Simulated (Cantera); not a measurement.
Input: 1 mol SiH2Cl2, a varied amount of H2, at 1550 K and 420 Pa.

Equilibrium computed with Cantera from the NASA thermochemical tables; the gas is ideal and each condensed phase is pure. Candidate condensed phases: Si; 19 gas species. Kinetics and transport are ignored.

### Question
What share of the Si ends up in condensed phases as a function of n(H2) (mol), at 100, 140, 190, 250, 340, 450, 610?

### Answer
```json
[
 {"n(H2) (mol)": "100", "Si condensed (%)": "89.2", "as": "Si(s)"},
 {"n(H2) (mol)": "140", "Si condensed (%)": "91.7", "as": "Si(s)"},
 {"n(H2) (mol)": "190", "Si condensed (%)": "93.5", "as": "Si(s)"},
 {"n(H2) (mol)": "250", "Si condensed (%)": "94.8", "as": "Si(s)"},
 {"n(H2) (mol)": "340", "Si condensed (%)": "95.9", "as": "Si(s)"},
 {"n(H2) (mol)": "450", "Si condensed (%)": "96.6", "as": "Si(s)"},
 {"n(H2) (mol)": "610", "Si condensed (%)": "97.1", "as": "Si(s)"}
]
```
